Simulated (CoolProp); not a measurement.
The numbers come from the reference Helmholtz-energy equation of state, Tillner-Roth 1997 in CoolProp.

**Question.** For CH2F2 (R32), give the phase and the cp (kJ/(kg K)), speed of sound (m/s), expansivity (1/kK), conductivity (mW/(m K)) at 387.9 K and 6.75 MPa; 387.9 K and 11.6 MPa; 387.9 K and 13.5 MPa.

**Answer.** 
- 387.9 K and 6.75 MPa: supercritical; cp 2.08, speed of sound 214, expansivity 11.0, conductivity 36.8
- 387.9 K and 11.6 MPa: supercritical; cp 3.50, speed of sound 237, expansivity 18.9, conductivity 71.0
- 387.9 K and 13.5 MPa: supercritical; cp 2.87, speed of sound 279, expansivity 12.7, conductivity 78.2

Thermal conductivity comes from a separate model (Huber 2003), an estimate that may be off by 10 % or more.
